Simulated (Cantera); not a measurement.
Input (Python, Cantera) and output of one run.

```python
import numpy as np
import cantera as ct

gas_names = """
    HF SF4 H
""".split()
cond_names = """
    S(cr1) S(cr2) S(L)
""".split()


# ... load() reads the species with a 1 bar reference pressure and builds the phases ...
species = {s.name: s for s in load("nasa_gas.yaml", gas_names) + load("nasa_condensed.yaml", cond_names)}
# Each term lists the table entries of one substance; the one whose range holds T is used.
reactions = {
    'S + 4 HF(g) = SF4(g) + 4 H(g)':
        [(-1, ['S(cr1)', 'S(cr2)', 'S(L)']), (-4, ['HF']), (1, ['SF4']), (4, ['H'])],
}


def pick(names, T):
    return next(species[n] for n in names if species[n].thermo.min_temp <= T <= species[n].thermo.max_temp)


results = []
for label, terms in reactions.items():
    print(label)
    print("     T/K   dH/kJ  dS/(J/K)   dG/kJ   log10 K")
    for T in [300, 600, 675, 750, 825, 900, 975, 1050]:
        used = [(nu, pick(names, T)) for nu, names in terms]
        dH = sum(nu * s.thermo.h(T) for nu, s in used) / 1e6
        dS = sum(nu * s.thermo.s(T) for nu, s in used) / 1e3
        dG = dH - T * dS / 1e3
        logK = -dG * 1e6 / (ct.gas_constant * T * np.log(10))
        results.append((label, T, dH, dS, dG, logK, [s.name for _, s in used]))
        print(f"{T:8g} {dH:8.1f} {dS:8.1f} {dG:8.1f} {logK:8.2f}")
```

It prints:

```
S + 4 HF(g) = SF4(g) + 4 H(g)
     T/K   dH/kJ  dS/(J/K)   dG/kJ   log10 K
     300   1199.1     31.5   1189.6  -207.13
     600   1203.5     41.3   1178.8  -102.62
     675   1205.9     45.0   1175.5   -90.97
     750   1208.5     48.7   1172.0   -81.63
     825   1211.2     52.1   1168.2   -73.97
     900   1213.7     55.0   1164.2   -67.57
     975   1216.1     57.6   1160.0   -62.14
    1050   1218.7     60.1   1155.6   -57.49
```

Standard-state values (1 bar) from the NASA 1993 polynomials, evaluated with Cantera. Condensed species are held in their standard states even where they would react or evaporate.
